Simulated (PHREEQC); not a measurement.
Dissolve 0.15 mol/kgw MgCl2, 0.0089 mol/kgw CO2 and 0.015 mol/kgw NaCl at 20 °C. Closed to the air; pH follows from the charge balance.

Computed with PHREEQC (ion-association model, phreeqc.dat).

**Question.** The ionic strength comes out as 0.465 mol/kgw. What activity coefficients do Na+, Cl-, H+, MgHCO3+, HCO3- get?

**Answer.** Na+ 0.72, Cl- 0.66, H+ 0.77, MgHCO3+ 0.66, HCO3- 0.70.

This is a speciation only: nothing precipitates in the calculation. Species that the database lacks are ignored.
